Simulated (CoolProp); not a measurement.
Vapour-liquid equilibrium of n-decane (1) + n-dodecane (2) at 0.165 MPa; x and y are mole fractions of (1).

Values from CoolProp's multi-fluid Helmholtz-energy mixture model, Lemmon 2006 and Lemmon 2004; pair parameters Bell 2016.

```json
[
 {"x": "0.05", "bubble temperature, mixture model (K)": "___", "bubble temperature, Raoult's law (K)": "507.7", "y, mixture model": "0.102", "y, Raoult's law": "0.115"},
 {"x": "0.125", "bubble temperature, mixture model (K)": "503.8", "bubble temperature, Raoult's law (K)": "503.1", "y, mixture model": "0.240", "y, Raoult's law": "0.264"},
 {"x": "0.2", "bubble temperature, mixture model (K)": "499.7", "bubble temperature, Raoult's law (K)": "498.9", "y, mixture model": "0.362", "y, Raoult's law": "0.389"},
 {"x": "0.275", "bubble temperature, mixture model (K)": "495.8", "bubble temperature, Raoult's law (K)": "494.9", "y, mixture model": "0.467", "y, Raoult's law": "0.494"},
 {"x": "0.35", "bubble temperature, mixture model (K)": "492.0", "bubble temperature, Raoult's law (K)": "491.2", "y, mixture model": "0.560", "y, Raoult's law": "0.584"},
 {"x": "0.425", "bubble temperature, mixture model (K)": "488.5", "bubble temperature, Raoult's law (K)": "487.8", "y, mixture model": "0.639", "y, Raoult's law": "0.661"},
 {"x": "0.5", "bubble temperature, mixture model (K)": "485.2", "bubble temperature, Raoult's law (K)": "484.6", "y, mixture model": "___", "y, Raoult's law": "0.727"},
 {"x": "0.575", "bubble temperature, mixture model (K)": "482.1", "bubble temperature, Raoult's law (K)": "481.6", "y, mixture model": "0.769", "y, Raoult's law": "0.784"},
 {"x": "0.65", "bubble temperature, mixture model (K)": "___", "bubble temperature, Raoult's law (K)": "478.7", "y, mixture model": "___", "y, Raoult's law": "0.835"},
 {"x": "0.725", "bubble temperature, mixture model (K)": "476.4", "bubble temperature, Raoult's law (K)": "476.1", "y, mixture model": "___", "y, Raoult's law": "0.878"},
 {"x": "0.8", "bubble temperature, mixture model (K)": "473.8", "bubble temperature, Raoult's law (K)": "473.6", "y, mixture model": "0.910", "y, Raoult's law": "0.917"},
 {"x": "0.875", "bubble temperature, mixture model (K)": "471.3", "bubble temperature, Raoult's law (K)": "471.2", "y, mixture model": "0.947", "y, Raoult's law": "0.951"},
 {"x": "0.95", "bubble temperature, mixture model (K)": "469.0", "bubble temperature, Raoult's law (K)": "468.9", "y, mixture model": "0.980", "y, Raoult's law": "0.982"}
]
```

Task: Some entries are withheld; supply them.

Result: 
- 0.05, bubble temperature, mixture model (K): 508.1
- 0.5, y, mixture model: 0.709
- 0.65, bubble temperature, mixture model (K): 479.1
- 0.65, y, mixture model: 0.822
- 0.725, y, mixture model: 0.869

The largest gap from Raoult's law is +0.9 K in bubble temperature, at x = 0.275. No azeotrope shows between x = 0.05 and 0.95.

Pair parameters are fitted to limited data, so mixtures are less certain than the pure fluids.
